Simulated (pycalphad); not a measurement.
An equivalent pycalphad script:

```python
from pycalphad import Database, equilibrium, calculate, variables as v
import numpy as np
db = Database('COST507.tdb')
comps = ['AL', 'SI', 'VA']
phases = ['DIAMOND_A4', 'FCC_A1', 'LIQUID']
eq = equilibrium(db, comps, phases, {v.X('SI'): 0.932, v.T: np.arange(2350, 499, -50), v.P: 101325, v.N: 1}, output=['HM', 'SM'])
```

Computed with pycalphad from the COST 507 light-alloy database (1999), at 1 atm. These are 1990s assessments: newer ones move some temperatures and phases. Phase fractions are per mole of atoms.

Results at three of the temperatures:

```
T = 2050.00 K, P = 101325 Pa, N = 1 mol of atoms
G = -109508 J/mol, H = 93539 J/mol, S = 99.05 J/(mol K)  (SER reference)
chemical potentials (J/mol): Al -189758, Si -103653
phase             fraction      x(Al)      x(Si)
LIQUID              1.0000     0.0680     0.9320
```

```
T = 1700.00 K, P = 101325 Pa, N = 1 mol of atoms
G = -75715 J/mol, H = 83912 J/mol, S = 93.90 J/(mol K)  (SER reference)
chemical potentials (J/mol): Al -148521, Si -70402
phase             fraction      x(Al)      x(Si)
LIQUID              1.0000     0.0680     0.9320
```

```
T = 1250.00 K, P = 101325 Pa, N = 1 mol of atoms
G = -44838 J/mol, H = 26864 J/mol, S = 57.36 J/(mol K)  (SER reference)
chemical potentials (J/mol): Al -70226, Si -42985
phase             fraction      x(Al)      x(Si)
DIAMOND_A4          0.8827   4.91e-05     1.0000
LIQUID              0.1173     0.5792     0.4208
```

Changes of the phase set, refined by bisection:

```csv
T (°C),phases above,phases below
1381.2,LIQUID,DIAMOND_A4 + LIQUID
577.0,DIAMOND_A4 + LIQUID,DIAMOND_A4 + FCC_A1
```

FCC_A1 is fcc; DIAMOND_A4 is diamond (Si).
